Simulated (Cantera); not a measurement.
Input: 1 mol SiCl4, 0.72 mol HCl, 0.32 mol H2, at 452 °C and 0.100 bar.

These are equilibrium values from Cantera (NASA tables, ideal gas, pure condensed phases), not measurements of a reactor. Candidate condensed phases: Si; 19 gas species. Kinetics and transport are ignored.

Question: What is the equilibrium state?

Answer: 
| Property | Value |
|---|---|
| x(SiCl4) | 0.490 |
| x(HCl) | 0.353 |
| x(H2) | 0.157 |
| x(SiHCl3) | 6.72e-5 |
| gas amount | 2.040 mol |
| log10 activity of Si(s) (absent) | -11.41 |
